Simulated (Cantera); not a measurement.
A closed system holds: 1 mol Nb, 0.016 mol O2, 110 mol H2, equilibrated at 3.50 bar.

Method: chemical equilibrium by Gibbs-energy minimisation in Cantera with the NASA 1993 tables (ideal gas, pure condensed phases). Candidate condensed phases: H2O, Nb, NbO, NbO2, Nb2O5; 12 gas species. Mutual solubility and eutectic melting of coexisting phases are not modelled. NbO: taken at fixed stoichiometry. Condensed phases not in the tables: N, O or C dissolved in the metal. Kinetics and transport are ignored.

x: gas mole fraction; n: condensed amount in mol.

```tsv
T (K)	x H2	x H	x H2O	x OH	n Nb(s)	n NbO(s)
1250	1.000	2.58e-7	4.36e-6	<1e-12	0.968	0.0315
1400	1.000	[?]	[?]	[?]	0.971	0.0294
1550	1.000	[?]	[?]	[?]	0.978	[?]
1700	1.000	7.87e-5	0.000278	1.13e-9	0.999	0.00137
1850	0.999	0.000288	0.000291	6.19e-9	1.00	0
2000	0.999	0.000869	0.000291	2.53e-8	1.000	0
2150	0.997	0.00225	0.000290	8.47e-8	1.000	0
```

Some entries are withheld; supply them.


- 1400, x H: 2.60e-6
- 1400, x H2O: 2.38e-5
- 1400, x OH: 1.23e-12
- 1550, x H: 1.68e-5
- 1550, x H2O: 9.23e-5
- 1550, x OH: 5.22e-11
- 1550, n NbO(s): 0.0218
